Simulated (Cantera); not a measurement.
## Thermodynamics of oxide etching and cleaning by halides, feed SiO2 + HCl + H2 + NF3

Input: 1 mol SiO2, 7.5 mol HCl, 0.91 mol H2, 1.9 mol NF3, equilibrated at 7.00 Pa.

Equilibrium computed with Cantera from the NASA thermochemical tables; the gas is ideal and each condensed phase is pure. Candidate condensed phases: H2O, NH4Cl, Si, SiO2, Si2N2O, Si3N4; 72 gas species. The tables' values for SiO2, SiF3 are old estimates; treat these amounts as uncertain. The tables hold silica as quartz up to 1696 K and as liquid above; real silica turns to tridymite and cristobalite and melts near 1996 K. Equilibrium is a limit: real reactors are often held back by kinetics, nucleation or transport.

From 1298 K to 1648 K the condensed part is SiO2(β-quartz). From 1698 K to 1898 K the condensed part is SiO2(condensed). The main Si-bearing gas is SiF4 at 1298 K and SiO at 1898 K. The share of Si in condensed phases is highest at 1698 K (94.8 %) and lowest at 1898 K (47.9 %).

| T (K) | x HCl | x HF | x Cl | x N2 | x SiF4 | x O2 | x SiO | x H2O | n SiO2(β-quartz) | n SiO2(condensed) |
|---|---|---|---|---|---|---|---|---|---|---|
| 1298 | 0.412 | 0.294 | 0.141 | 0.0724 | 0.0350 | 0.0341 | 1.51e-12 | 0.00185 | 0.541 | 0 |
| 1348 | 0.383 | 0.313 | 0.169 | 0.0713 | 0.0287 | 0.0277 | 2.57e-11 | 0.00192 | 0.618 | 0 |
| 1398 | 0.354 | 0.331 | 0.194 | 0.0703 | 0.0226 | 0.0216 | 3.66e-10 | 0.00203 | 0.694 | 0 |
| 1448 | 0.330 | 0.348 | 0.215 | 0.0695 | 0.0173 | 0.0161 | 4.46e-9 | 0.00218 | 0.764 | 0 |
| 1498 | 0.309 | 0.362 | 0.233 | 0.0688 | 0.0128 | 0.0115 | 4.74e-8 | 0.00235 | 0.824 | 0 |
| 1548 | 0.292 | 0.373 | 0.246 | 0.0683 | 0.00921 | 0.00781 | 4.47e-7 | 0.00255 | 0.872 | 0 |
| 1598 | 0.279 | 0.381 | 0.256 | 0.0679 | 0.00657 | 0.00503 | 3.80e-6 | 0.00276 | 0.908 | 0 |
| 1648 | 0.270 | 0.387 | 0.263 | 0.0676 | 0.00471 | 0.00306 | 2.96e-5 | 0.00296 | 0.933 | 0 |
| 1698 | 0.264 | 0.391 | 0.268 | 0.0674 | 0.00345 | 0.00178 | 0.000211 | 0.00313 | 0 | 0.948 |
| 1748 | 0.257 | 0.393 | 0.273 | 0.0671 | 0.00239 | 0.00111 | 0.00129 | 0.00338 | 0 | 0.946 |
| 1798 | 0.246 | 0.394 | 0.279 | 0.0664 | 0.00111 | 0.00121 | 0.00548 | 0.00444 | 0 | 0.903 |
| 1848 | 0.228 | 0.389 | 0.286 | 0.0650 | 0.000282 | 0.00274 | 0.0148 | 0.00772 | 0 | 0.776 |
| 1898 | 0.201 | 0.375 | 0.293 | 0.0625 | 6.68e-5 | 0.00755 | 0.0337 | 0.0133 | 0 | 0.479 |
x: gas mole fraction; n: condensed amount in mol.
